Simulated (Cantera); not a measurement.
An adiabatic, constant-pressure homogeneous reactor starts with 18.7 % H₂, 15.0 % O₂, 66.3 % N₂, equivalence ratio 0.62, at 1373 K and 880000 Pa.

Detailed kinetics in Cantera: GRI-Mech 3.0 (53 species, 325 reactions). The hydrogen kinetics of GRI-Mech 3.0 are dated; newer H2 mechanisms differ, most at raised pressure.

Q: Predict: time of steepest temperature rise; temperature at 0.900 s; equilibrium temperature; x(H₂) at 0.900 s; x(O₂) at 0.900 s; x(OH) at 0.900 s; x(O) at 0.900 s; x(H) at 0.900 s.

A: 
- time of steepest temperature rise: 3.43 µs
- temperature at 0.900 s: 2580 K
- equilibrium temperature: 2580 K
- x(H₂) at 0.900 s: 0.00249 (gas-phase equilibrium 0.00249)
- x(O₂) at 0.900 s: 0.0541 (gas-phase equilibrium 0.0541)
- x(OH) at 0.900 s: 0.0107 (gas-phase equilibrium 0.0107)
- x(O) at 0.900 s: 0.00168 (gas-phase equilibrium 0.00168)
- x(H) at 0.900 s: 0.000600 (gas-phase equilibrium 0.000600)
